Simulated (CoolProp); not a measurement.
Values from CoolProp's reference Helmholtz-energy equation of state, Lemmon 2016.

### Question
For R227EA, give the phase and the cp (kJ/(kg K)), cv (kJ/(kg K)), speed of sound (m/s), conductivity (mW/(m K)) at 122.35 °C and 0.0975 MPa.

### Answer
- 122.35 °C and 0.0975 MPa: gas; cp 0.946, cv 0.895, speed of sound 142, conductivity 20.8

Thermal conductivity comes from a separate model (Huber 2003), an estimate that may be off by 10 % or more.
